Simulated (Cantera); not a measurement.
A freely propagating, adiabatic, planar premixed flame of H2 : O2 : N2 = 1 : 0.357 : 1.21 (molar parts), unburnt at 625 K and 1.00 atm; mixture-averaged transport, grid criteria slope 0.08 and curve 0.16, no radiation.

Detailed kinetics in Cantera: the H2/O2 subset of GRI-Mech 3.0, which has no nitrogen chemistry. Burning velocities carry a grid error of a few per cent, more on coarse grids.

### Question
Predict: laminar burning velocity; thermal thickness; peak x(H2O2); peak x(O); peak x(OH).

### Answer
* **laminar burning velocity**: 1020 cm/s
* **thermal thickness**: 0.448 mm
* **peak x(H2O2)**: 9.38e-6
* **peak x(O)**: 0.00996
* **peak x(OH)**: 0.0159
